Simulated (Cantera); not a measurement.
What does this Cantera script print?

```python
import numpy as np
import cantera as ct

gas = ct.Solution("gri30.yaml")


def delay(T, t_max=10):
    gas.TPX = T, 500000, {'CH3OH': 1, 'O2': 1.36, 'N2': 5.13}
    reactor = ct.IdealGasConstPressureReactor(gas, clone=False)
    net = ct.ReactorNet([reactor])
    net.rtol, net.atol = 1e-8, 1e-16
    while net.time < t_max:
        t_old, T_old = net.time, reactor.T
        net.step()
        if reactor.T > T + 400:  # ignition: a rise of 400 K
            return t_old + (T + 400 - T_old) / (reactor.T - T_old) * (net.time - t_old)
    return np.nan


taus = []
for T in [1175, 1225, 1275, 1325, 1375, 1425]:
    taus.append(delay(T))
    print(f"T0 = {T:6g} K   tau = {taus[-1]:.4e} s")
```

It prints:

```
T0 =   1175 K   tau = 3.7318e-03 s
T0 =   1225 K   tau = 1.6183e-03 s
T0 =   1275 K   tau = 7.5475e-04 s
T0 =   1325 K   tau = 3.7643e-04 s
T0 =   1375 K   tau = 1.9979e-04 s
T0 =   1425 K   tau = 1.1231e-04 s
```

Computed with Cantera and GRI-Mech 3.0 (53 species, 325 reactions). GRI-Mech 3.0 was tuned for natural gas; its chemistry of methanol as a main component is partial and can be far from experiment.
